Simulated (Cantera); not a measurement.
Charge: 1 mol SiH4, 62 mol N2, at 1 atm.

Cantera equilibrium calculation (NASA polynomials, part measured and part estimated; ideal gas, pure solids and liquids). Candidate condensed phases: Si, Si3N4; 18 gas species. N2 is the only nitrogen source here; it is nearly inert below about 1500 K, so the nitride shown seldom forms there in practice. Kinetics and transport are ignored. All values below are at 1177 °C.

Base state: N2 0.968, H2 0.0316 (mole fractions); condensed: Si3N4(s).

What changes in the equilibrium state with this change: SiH4 replaced by Si3H8?


```tsv
species	before	after
N2	0.968	0.937
H2	0.0316	0.0625
Si3N4(s), mol	0.333	1.00
```
The feed counts by its element totals alone.
